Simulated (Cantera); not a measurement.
# Aluminium nitride and oxide growth: Al(CH3)3 + N2 + H2

Charge: 1 mol Al(CH3)3, 93 mol N2, 42 mol H2, equilibrated at 0.490 bar.

These are equilibrium values from Cantera (NASA tables, ideal gas, pure condensed phases), not measurements of a reactor. Candidate condensed phases: Al, AlN, C, C6H6, C7H8, C8H18; 97 gas species. The feed counts by its element totals alone. Kinetics and transport are ignored.

```csv
T (K),x N2,x H2,x HCN,x CH4,n AlN(s),n C(graphite)
1000,0.669,0.326,2.42e-6,0.00498,1.00,2.31
1100,0.667,0.331,1.04e-5,0.00193,1.00,2.73
1200,0.666,0.333,3.51e-5,0.000859,1.00,2.88
1300,0.666,0.334,9.76e-5,0.000429,1.00,2.93
1400,0.666,0.334,0.000234,0.000236,1.00,2.93
1500,0.665,0.334,0.000498,0.000140,1.00,2.91
1600,0.665,0.334,0.000964,8.92e-5,1.000,2.85
1700,0.665,0.333,0.00172,5.97e-5,1.000,2.74
1800,0.664,0.333,0.00289,4.17e-5,1.000,2.56
1900,0.663,0.332,0.00457,3.03e-5,0.998,2.30
2000,0.661,0.330,0.00689,2.26e-5,0.989,1.91
2100,0.659,0.327,0.00995,1.73e-5,0.932,1.38
2200,0.655,0.322,0.0138,1.33e-5,0.653,0.675
```
x: gas mole fraction; n: condensed amount in mol.

From 1000 K to 2200 K the condensed part is AlN(s) + C(graphite).
